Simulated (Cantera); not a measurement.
Charge: 1 mol BF3, a varied amount of H2, 14 mol H2O, held at 94000 Pa.

Equilibrium computed with Cantera from the NASA thermochemical tables; the gas is ideal and each condensed phase is pure. Candidate condensed phases: B, B2O3, B3O3H3, H2O; 43 gas species. The tables' values for BF2 are old estimates. Gases not in the tables: H3BO3. The numbers say what is thermodynamically allowed, not how fast it happens.

Task: What condenses at these points (T in °C, n(H2) in mol): (877, 24); (1577, 79); (1477, 18); (877, 7.1); (1077, 18)?

Result: 
| T (°C) | n(H2) in mol | condensed phases | B condensed (%) |
|---|---|---|---|
| 877 | 24 | B2O3 | 43.8 |
| 1577 | 79 | gas only | 0.0 |
| 1477 | 18 | gas only | 0.0 |
| 877 | 7.1 | B2O3 | 30.5 |
| 1077 | 18 | B2O3 | 52.7 |
